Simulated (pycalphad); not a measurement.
CALPHAD calculation (pycalphad, COST 507 light-alloy database (1999)), 1 atm. No gas phase is included, though pure Mg would boil below 1650 K. The database dates from 1999; later assessments differ in places, in temperatures and in the compounds included. The system is extrapolated from its subsystems; higher-order compounds may be missing. Kinetics are ignored, which matters at the lower temperatures.

### Question
How does the equilibrium phase assembly of Mg-2.28Si-12.78Y (at.%) change on cooling from 1650 K to 370 K?

### Answer
| T (K) | phases above | phases below |
|---|---|---|
| 1437.1 | LIQUID | LIQUID + SI4Y5 |
| 1192.5 | LIQUID + SI4Y5 | LIQUID + SI3Y5 + SI4Y5 |
| 1129.5 | LIQUID + SI3Y5 + SI4Y5 | LIQUID + SI3Y5 |
| 860.8 | LIQUID + SI3Y5 | LIQUID + MG24Y5 + SI3Y5 |
| 847.6 | LIQUID + MG24Y5 + SI3Y5 | HCP_A3 + MG24Y5 + SI3Y5 |
Changes were sought between steps of 40 K, so a narrower field can be missed.

Database names, with the compositions (at.%) that they take in these runs: SI4Y5: Y 56 Si 44; SI3Y5: Y 62 Si 37; MG24Y5: Mg 84-86 Y 14-16. HCP_A3 is hcp.
